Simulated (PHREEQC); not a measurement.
Solution (78 °C): 0.12 mol/kgw HF and 0.00067 mol/kgw NH4HF2. Closed to the air; pH follows from the charge balance.

Equilibrium calculation in PHREEQC: ion-association model, wateq4f.dat.

Each row changes one thing in this solution. Precipitation was switched off in this run.

```csv
case,pH,ionic strength (mol/kgw),HF (mol/kgw),F- (mol/kgw),H2F2 (mol/kgw),HF2- (mol/kgw)
as made,2.24,0.00692,0.105,0.00476,0.00358,0.00216
HF replaced by (CH3)4NF at the same molality,5.92,0.121,0.000440,0.120,6.43e-8,0.000235
NH4HF2 from 0.00067 to 0.000335 mol/kgw,2.23,0.00673,0.105,0.00463,0.00356,0.00209
NH4HF2 left out,2.22,0.00654,0.104,0.00451,0.00353,0.00203
NH4HF2 from 0.00067 to 0.000603 mol/kgw,2.24,0.00688,0.105,0.00474,0.00358,0.00215
HF replaced by NaHF2 at the same molality,3.49,0.118,0.0837,0.0861,0.00233,0.0319
```

Species that the database lacks are ignored. (CH3)4N+ isn't in the database: it is added as a free cation with an ion size of 4 Å. At this temperature some constants are extrapolated from 25 °C, and those without enthalpy data are left unchanged.
